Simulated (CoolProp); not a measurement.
A closed Brayton cycle with dry air: compressor inlet 305.15 K and 2.8 MPa, high pressure 8.9 MPa, turbine inlet 870 K, compressor efficiency 0.8, turbine efficiency 0.85, recuperator effectiveness 0 (on enthalpy, no pinch check). Each further row changes one setting.

Model: reference Helmholtz-energy equation of state, Lemmon 2000, in CoolProp. It is a pseudo-pure fit of the blend.

```tsv
case	thermal efficiency (%)	net work (kJ/kg)	compressor to turbine work	compressor exit (K)	turbine exit (K)
as stated	14.1	64.0	0.70	454.8	675.9
turbine inlet 820 K	13.0	?	0.75	454.8	635.3
compressor inlet 315.15 K	13.5	?	0.73	?	675.9
high pressure 7.57 MPa	13.0	?	0.67	430.9	700.0
recuperator effectiveness 0.5	19.1	64.0	0.70	454.8	675.9
```

Question: Complete the blanks.

Answer: 
- turbine inlet 820 K, net work (kJ/kg): 51.4
- compressor inlet 315.15 K, net work (kJ/kg): 58.8
- compressor inlet 315.15 K, compressor exit (K): 469.5
- high pressure 7.57 MPa, net work (kJ/kg): 62.1
